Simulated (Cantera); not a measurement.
An adiabatic, constant-pressure homogeneous reactor starts with 33.5 % H₂, 14.0 % O₂, 52.6 % N₂, equivalence ratio 1.2, at 1325 K and 0.553 atm.

Cantera simulation using the H2/O2 subset of GRI-Mech 3.0, which has no nitrogen chemistry; the numbers are that mechanism's predictions, not measurements.

x: mole fraction; the columns are a selection and need not sum to one.

| t (s) | T (K) | x H₂ | x O₂ | x H | x HO₂ | x H₂O₂ | x O |
|---|---|---|---|---|---|---|---|
| 7.00e-6 | 1325 | 0.335 | 0.140 | 3.63e-7 | [?] | 1.17e-9 | 4.19e-8 |
| 1.93e-5 | 1325 | 0.335 | 0.140 | 2.82e-5 | [?] | 1.75e-8 | 3.32e-6 |
| 5.34e-5 | 1709 | 0.0766 | 0.0260 | 0.127 | [?] | 1.05e-6 | 0.0227 |
| 0.000148 | 2313 | 0.0867 | 0.0157 | 0.0654 | [?] | 1.66e-7 | 0.0144 |
| 0.000408 | 2675 | 0.0835 | 0.00939 | 0.0360 | 3.00e-6 | 1.63e-7 | 0.00756 |
| 0.00113 | 2775 | 0.0813 | 0.00756 | 0.0289 | 3.17e-6 | 2.06e-7 | 0.00578 |
| 0.00311 | 2776 | 0.0813 | 0.00754 | 0.0288 | 3.17e-6 | 2.07e-7 | 0.00576 |
| 0.00859 | 2776 | 0.0813 | 0.00754 | 0.0288 | 3.17e-6 | 2.07e-7 | 0.00576 |
| 0.0237 | 2776 | 0.0813 | 0.00754 | 0.0288 | 3.17e-6 | 2.07e-7 | 0.00576 |
| 0.0655 | 2776 | 0.0813 | 0.00754 | 0.0288 | 3.17e-6 | 2.07e-7 | 0.00576 |
| 0.181 | 2776 | 0.0813 | 0.00754 | 0.0288 | 3.17e-6 | 2.07e-7 | 0.00576 |
| 0.500 | 2776 | 0.0813 | 0.00754 | 0.0288 | 3.17e-6 | 2.07e-7 | 0.00576 |

Question: Fill in the missing entries.

Answer: 
- 7.00e-6, x HO₂: 1.18e-7
- 1.93e-5, x HO₂: 1.46e-6
- 5.34e-5, x HO₂: 9.47e-6
- 0.000148, x HO₂: 3.44e-6
